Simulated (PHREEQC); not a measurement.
0.1 mol of Jarosite-K (KFe3(SO4)2(OH)6) is brought to equilibrium with 1 kg of water, at 25 °C under several pressures of CO2. O2 is buffered at 0.21 atm. Names ending in (a), (am) or -a are amorphous solids. Solids allowed: Jarosite-K, Fe(OH)3(a). Others were left out.

The numbers come from PHREEQC with the ion-association model, wateq4f.dat.

**Question.** Predict CO2 (mol/kgw) at log pCO2 (atm) = -4.5, -3.5, -3, -1, -0.5.

**Answer.** 
| log pCO2 (atm) | CO2 (mol/kgw) |
|---|---|
| -4.5 | 1.08e-6 |
| -3.5 | 1.08e-5 |
| -3 | 3.40e-5 |
| -1 | 0.00340 |
| -0.5 | 0.0108 |

Species that the database lacks are ignored.
